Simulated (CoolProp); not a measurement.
200 sccm (0 °C, 1 atm) of nitrogen bubbles through liquid water at 295.1 K and leaves saturated at a total pressure of 0.0771 MPa (ideal gas phase). Each further row changes one setting.

Values from CoolProp's reference Helmholtz-energy equation of state, Wagner 2002.

```csv
case,vapour pressure (kPa),mole fraction of vapour,delivery (mg/min),delivery (sccm),change of delivery for a bath 1 K warmer (%)
as stated,2.64,0.0342,5.69,7.08,6.5
bath temperature 300.1 K,3.56,0.0461,7.78,9.68,6.3
total pressure 0.154 MPa,2.64,0.0171,2.80,3.48,6.4
```
